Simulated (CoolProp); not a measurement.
Vapour pressure (bar) of octamethyltrisiloxane (MDM): the reference equation beside estimates from Tc = 565.4 K, pc = 14.38 bar, ω = 0.528. Clausius-Clapeyron is anchored at 404.8 K with a constant enthalpy of vaporisation of 38.26 kJ/mol.

Values from CoolProp's reference Helmholtz-energy equation of state, Thol 2017.

| T (K) | reference | Lee-Kesler | Clausius-Clapeyron | van der Waals | Soave-Redlich-Kwong | Peng-Robinson |
|---|---|---|---|---|---|---|
| 383.8 | 0.2907 | 0.2885 | 0.3043 | 2.460 | 0.2884 | 0.2940 |
| 388 | 0.3347 | 0.3321 | 0.3465 | 2.603 | 0.3319 | 0.3374 |
| 392.2 | 0.3839 | 0.3807 | 0.3935 | 2.752 | 0.3806 | 0.3860 |
| 396.4 | 0.4387 | 0.4349 | 0.4455 | 2.906 | 0.4348 | 0.4400 |
| 400.6 | 0.4996 | 0.4951 | 0.5032 | 3.065 | 0.4951 | 0.4999 |
| 404.8 | 0.5669 | 0.5616 | 0.5669 | 3.231 | 0.5619 | 0.5662 |
| 409 | 0.6412 | 0.6351 | 0.6371 | 3.402 | 0.6356 | 0.6393 |
| 413.2 | 0.7229 | 0.7160 | 0.7143 | 3.578 | 0.7168 | 0.7197 |
| 417.5 | 0.8148 | 0.8069 | 0.8011 | 3.765 | 0.8083 | 0.8101 |
| 421.7 | 0.9131 | 0.9042 | 0.8941 | 3.954 | 0.9063 | 0.9069 |

Absolute difference from the reference over all 10 rows, mean and median: Lee-Kesler 0.9 and 0.9 %, Clausius-Clapeyron 1.9 and 1.6 %, van der Waals 510.7 and 491.7 %, Soave-Redlich-Kwong 0.8 and 0.9 %, Peng-Robinson 0.5 and 0.5 %.
